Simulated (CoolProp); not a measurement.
Isohexane along the isotherm 262.15 °C: density (kg/m³) from the reference equation and from simpler models built on Tc = 224.6 °C, pc = 3.043 MPa, ω = 0.280; each cubic takes its own stable root.

Model: reference Helmholtz-energy equation of state, Lemmon 2006, in CoolProp. It is a short technical equation, of lower accuracy than the large ones.

```tsv
p (MPa)	phase	reference	ideal gas	Redlich-Kwong	Soave-Redlich-Kwong	Peng-Robinson
2.34	gas	59.94	45.31	60.13	59.00	60.88
4.68	supercritical	226.9	90.61	224.2	197.3	210.5
7.02	supercritical	353.3	135.9	317.5	301.5	329.2
9.36	supercritical	393.4	181.2	358.3	346.5	381.1
11.7	supercritical	417.7	226.5	385.5	375.8	414.6
14	supercritical	435.2	271.1	405.8	397.5	439.3
16.4	supercritical	449.6	317.5	423.0	415.6	459.9
18.7	supercritical	461.1	362.1	436.8	430.2	476.3
21.1	supercritical	471.4	408.5	449.3	443.2	490.9
23.4	supercritical	480.1	453.1	459.8	454.2	503.2
25.7	supercritical	487.8	497.6	469.1	464.0	514.2
28.1	supercritical	495.2	544.1	478.0	473.2	524.4
30.4	supercritical	501.7	588.6	485.7	481.2	533.3
```
